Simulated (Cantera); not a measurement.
Feed: 1 mol SiH₄, 0.061 mol HCl, 1.5 mol H₂, held at 2300 K and 2.20 mbar.

Method: chemical equilibrium by Gibbs-energy minimisation in Cantera with the NASA 1993 tables (ideal gas, pure condensed phases). Candidate condensed phases: Si; 19 gas species. The tables' values for SiCl are old estimates; treat these amounts as uncertain. Gases not in the tables: Si₂H₆ and higher silanes. Kinetics and transport are ignored.

Base state: H₂ 0.626, Si 0.194, H 0.163, HCl 0.00941, SiH 0.00265, Cl 0.00177, Si₂ 0.00172, SiCl 0.000916 (mole fractions); condensed: gas only.

Q: What changes in the equilibrium state with this change: HCl from 0.061 to 4.9 mol?

A: 
| species | before | after |
|---|---|---|
| H₂ | 0.626 | 0.380 |
| HCl | 0.00941 | 0.315 |
| H | 0.163 | 0.127 |
| Si | 0.194 | 0.0439 |
| SiCl₂ | 0.000114 | 0.0476 |
| Cl | 0.00177 | 0.0760 |
| SiCl₃ | 5.87e-9 | 0.000105 |
| Si₃ | 0.000148 | 1.71e-6 |
| Si₂ | 0.00172 | 8.80e-5 |
| SiCl | 0.000916 | 0.00889 |
The tables' values for SiCl, SiCl₃ are old estimates; treat these amounts as uncertain.
